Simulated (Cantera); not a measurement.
Charge: 1 mol CH3F, 2 mol H2, equilibrated at 5.30 Pa.

Cantera equilibrium calculation (NASA polynomials, part measured and part estimated; ideal gas, pure solids and liquids). Candidate condensed phases: C, C6H6, C7H8, C8H18; 110 gas species. Ions and electrons are included (thermal ionisation). The numbers say what is thermodynamically allowed, not how fast it happens.

At 2750 K, list the 4 most abundant gas species with their mole fractions, and the condensed phases.

H 0.798, HF 0.0902, F 0.0377, C 0.0315. Condensed: gas only.
